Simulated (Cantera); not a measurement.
## Transport properties of process gases

Gas mixture: 30.8 % CO, 44.6 % CH4, 4.19 % CO2, 20.4 % H2O, at 0.00100 bar, frozen composition.

Cantera's kinetic-theory transport with the Lennard-Jones parameters of GRI-Mech 3.0, ideal gas; thermal conductivity in the multicomponent form. Polar gases are described roughly by these parameters. The composition is frozen, though it would react at the higher temperatures.

```json
[
 {"T (K)": "400", "ρ (kg/m³)": "0.000641", "cp (J/kg/K)": "1682", "μ (µPa s)": "17.2", "λ (mW/m/K)": "42.0", "Pr": "0.689", "D (cm²/s) C2H2": "292", "D (cm²/s) O": "563", "D (cm²/s) N2": "366"},
 {"T (K)": "550", "ρ (kg/m³)": "0.000466", "cp (J/kg/K)": "1907", "μ (µPa s)": "22.1", "λ (mW/m/K)": "61.4", "Pr": "0.687", "D (cm²/s) C2H2": "519", "D (cm²/s) O": "977", "D (cm²/s) N2": "639"},
 {"T (K)": "700", "ρ (kg/m³)": "0.000366", "cp (J/kg/K)": "2135", "μ (µPa s)": "26.6", "λ (mW/m/K)": "82.4", "Pr": "0.689", "D (cm²/s) C2H2": "794", "D (cm²/s) O": "1470", "D (cm²/s) N2": "967"},
 {"T (K)": "850", "ρ (kg/m³)": "0.000301", "cp (J/kg/K)": "2337", "μ (µPa s)": "30.8", "λ (mW/m/K)": "104", "Pr": "0.692", "D (cm²/s) C2H2": "1110", "D (cm²/s) O": "2050", "D (cm²/s) N2": "1340"},
 {"T (K)": "1000", "ρ (kg/m³)": "0.000256", "cp (J/kg/K)": "2523", "μ (µPa s)": "34.6", "λ (mW/m/K)": "126", "Pr": "0.695", "D (cm²/s) C2H2": "1470", "D (cm²/s) O": "2690", "D (cm²/s) N2": "1770"},
 {"T (K)": "1150", "ρ (kg/m³)": "0.000223", "cp (J/kg/K)": "2681", "μ (µPa s)": "38.3", "λ (mW/m/K)": "147", "Pr": "0.697", "D (cm²/s) C2H2": "1860", "D (cm²/s) O": "3400", "D (cm²/s) N2": "2240"},
 {"T (K)": "1300", "ρ (kg/m³)": "0.000197", "cp (J/kg/K)": "2817", "μ (µPa s)": "41.8", "λ (mW/m/K)": "168", "Pr": "0.699", "D (cm²/s) C2H2": "2290", "D (cm²/s) O": "4170", "D (cm²/s) N2": "2750"},
 {"T (K)": "1450", "ρ (kg/m³)": "0.000177", "cp (J/kg/K)": "2934", "μ (µPa s)": "45.1", "λ (mW/m/K)": "189", "Pr": "0.700", "D (cm²/s) C2H2": "2750", "D (cm²/s) O": "5000", "D (cm²/s) N2": "3300"}
]
```
D: mixture-averaged diffusion coefficient of that species in the mixture.
